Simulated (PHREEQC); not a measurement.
Make-up at 60 °C: 0.19 mol/kgw NiSO4 and 0.0012 mol/kgw ZnCl2. Closed to the air; pH follows from the charge balance.

Model: ion-association model, wateq4f.dat, run in PHREEQC.

| quantity | before | after |
|---|---|---|
| pH | 5.63 | 0.80 |
| ionic strength (mol/kgw) | 0.352 | 0.219 |
| SO4-2 (mol/kgw) | 0.0867 | 0.0131 |
| HSO4- (mol/kgw) | 1.49e-5 | 0.177 |

### Question
Name the change that produced these shifts.
A) NiSO4 replaced by FeSO4 at the same molality
B) temperature from 60 to 85 °C
C) NiSO4 replaced by H2SO4 at the same molality
D) NiSO4 from 0.19 to 0.095 mol/kgw
E) NiSO4 from 0.19 to 0.171 mol/kgw

### Answer
C, NiSO4 replaced by H2SO4 at the same molality

This is a speciation only: nothing precipitates in the calculation. Constants without temperature data keep their 25 °C values here.
